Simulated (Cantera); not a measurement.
An isothermal, constant-pressure homogeneous reactor starts with CH4 : H2 : CO2 = 0.01 : 1 : 0.0067 (molar parts), at 1750 K and 16.5 Torr.

Model: GRI-Mech 3.0 (53 species, 325 reactions), integrated in Cantera. Radical loss at walls, strong at low pressure, is not modelled.

x: mole fraction; the columns are a selection and need not sum to one.

```
t (s)        x CH4   x H2    x CO2       x H      x O2      x CO
--------  --------  -----  -------  --------  --------  --------
5.00e-5    0.00984  0.984  0.00659   6.55e-7    <1e-12   1.45e-9
0.000132   0.00984  0.984  0.00659   1.91e-6    <1e-12   1.14e-8
0.000349   0.00983  0.984  0.00659   5.26e-6    <1e-12   8.49e-8
0.000920   0.00983  0.984  0.00659   1.41e-5    <1e-12   6.09e-7
0.00243    0.00983  0.984  0.00659   3.75e-5    <1e-12   4.29e-6
0.00642    0.00981  0.983  0.00656         ?    <1e-12         ?
0.0169     0.00978  0.983  0.00638  0.000259    <1e-12  0.000205
0.0447     0.00966  0.982  0.00532  0.000646    <1e-12   0.00127
0.118      0.00908  0.978        ?         ?    <1e-12         ?
0.312      0.00735  0.977  5.24e-5   0.00143  1.86e-12   0.00654
0.823      0.00475  0.978  1.21e-5   0.00147  1.93e-12   0.00661
2.17       0.00242  0.979  1.20e-5   0.00151  1.93e-12   0.00672
5.74       0.00112  0.980  1.19e-5   0.00154  1.80e-12   0.00702
15.1      0.000658  0.981  1.15e-5   0.00156  1.42e-12   0.00772
40.0      0.000496  0.982  1.01e-5   0.00156    <1e-12   0.00905
```

Problem. Complete the blanks.

Solution. 
- 0.00642, x H: 9.90e-5
- 0.00642, x CO: 2.99e-5
- 0.118, x CO2: 0.00188
- 0.118, x H: 0.00122
- 0.118, x CO: 0.00471
